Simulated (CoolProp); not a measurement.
Computed with CoolProp (reference Helmholtz-energy equation of state, Thol 2012).

Q: Give the vapour pressure (kPa), liquid density (kg/m³), liquid cp (kJ/(kg K)), surface tension (mN/m) of saturated benzene at 323.2 K.

A: 
```csv
T (K),p (kPa),liquid density (kg/m³),liquid cp (kJ/(kg K)),surface tension (mN/m)
323.2,36.3,847,1.81,24.9
```

Surface tension comes from a separate correlation (Mulero 2012).
